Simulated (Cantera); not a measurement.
An isothermal, constant-pressure homogeneous reactor starts with NO : N2 = 1 : 0.13 (molar parts), at 1850 K and 0.300 bar.

Detailed kinetics in Cantera: GRI-Mech 3.0 (53 species, 325 reactions).

Q: Predict: x(NO) at 2.00 s; x(N2) at 2.00 s; x(O) at 2.00 s; x(N2O) at 2.00 s; x(NO2) at 2.00 s; x(O2) at 2.00 s.

A: 
```json
{
  "x(NO) at 2.00 s": "0.601 (gas-phase equilibrium 0.00597)",
  "x(N2) at 2.00 s": "0.257 (gas-phase equilibrium 0.554)",
  "x(O) at 2.00 s": "0.000139 (gas-phase equilibrium 0.000235)",
  "x(N2O) at 2.00 s": "0.000137 (gas-phase equilibrium 1.57e-7)",
  "x(NO2) at 2.00 s": "0.000614 (gas-phase equilibrium 1.07e-5)",
  "x(O2) at 2.00 s": "0.141 (gas-phase equilibrium 0.439)"
}
```
